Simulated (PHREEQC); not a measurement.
A solution holds 0.0038 mol/kgw CuSO4, 0.23 mol/kgw HCl and 0.018 mol/kgw KCl, at 35 °C. Closed to the air; pH follows from the charge balance.

Computed with PHREEQC (ion-association model, wateq4f.dat).

This is a speciation only: nothing precipitates in the calculation.

Task: Predict the pH, activity of water.

Result: pH 0.75; activity of water 0.992.

Task: In which forms is S present?

Result: HSO4- 88 %, SO4-2 11 %, CuSO4 0.5 % of the S.

Species that the database lacks are ignored.
